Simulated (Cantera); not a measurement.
A Cantera script and its output.

```python
import numpy as np
import cantera as ct

gas = ct.Solution("h2o2.yaml")
gas.TPX = 848, 13332, {'H2': 0.72, 'O2': 1, 'N2': 13}
inlet = ct.Reservoir(gas, clone=True)

reactor = ct.IdealGasConstPressureReactor(gas, energy="off", clone=False)
exhaust = ct.Reservoir(gas, clone=True)
tau = [3.1, 1.6, 0.85, 0.44, 0.23, 0.12, 0.065, 0.034, 0.018, 0.0094][0]
for a, b in ((inlet, reactor), (reactor, exhaust)):
    ct.MassFlowController(a, b, mdot=lambda t: reactor.mass / tau)
net = ct.ReactorNet([reactor])
show = ['H2', 'O2', 'H', 'HO2', 'O', 'H2O', 'H2O2']

rows = []
print(f"{'tau/s':>10s}{'T/K':>9s}" + "".join(f"{s:>11s}" for s in show))
for tau in [3.1, 1.6, 0.85, 0.44, 0.23, 0.12, 0.065, 0.034, 0.018, 0.0094]:
    net.initial_time = 0.0
    net.advance(30 * tau)
    before = gas.X
    net.advance(40 * tau)
    drift = np.max(np.abs(gas.X - before) / (gas.X + 1e-9))
    rows.append([gas.T, *gas[show].X, drift])
    print(f"{tau:10.3e}{gas.T:9.1f}" + "".join(f"{x:11.3e}" for x in gas[show].X))
```

Result:

```
     tau/s      T/K         H2         O2          H        HO2          O        H2O       H2O2
 3.100e+00    848.0  2.002e-03  4.552e-02  5.317e-06  5.704e-06  8.180e-06  4.808e-02  1.028e-06
 1.600e+00    848.0  2.501e-03  4.575e-02  1.017e-05  6.156e-06  1.283e-05  4.756e-02  7.345e-07
 8.500e-01    848.0  3.147e-03  4.606e-02  1.881e-05  6.592e-06  1.932e-05  4.689e-02  5.420e-07
 4.400e-01    848.0  4.052e-03  4.649e-02  3.547e-05  7.033e-06  2.899e-05  4.595e-02  4.057e-07
 2.300e-01    848.0  5.251e-03  4.706e-02  6.563e-05  7.441e-06  4.246e-05  4.470e-02  3.177e-07
 1.200e-01    848.0  6.855e-03  4.782e-02  1.201e-04  7.813e-06  6.119e-05  4.302e-02  2.626e-07
 6.500e-02    848.0  8.844e-03  4.878e-02  2.090e-04  8.125e-06  8.502e-05  4.093e-02  2.317e-07
 3.400e-02    848.0  1.158e-02  5.010e-02  3.660e-04  8.414e-06  1.182e-04  3.803e-02  2.130e-07
 1.800e-02    848.0  1.507e-02  5.179e-02  6.120e-04  8.655e-06  1.597e-04  3.431e-02  2.017e-07
 9.400e-03    848.0  1.961e-02  5.400e-02  9.785e-04  8.852e-06  2.102e-04  2.944e-02  1.908e-07
```

Computed with Cantera and the H2/O2 subset of GRI-Mech 3.0, which has no nitrogen chemistry. Radical loss at walls, strong at low pressure, is not modelled. Below about 950 K walls govern HO2 and H2O2 in real vessels. The temperature is held fixed by assumption; the heat of reaction is taken as removed at once.
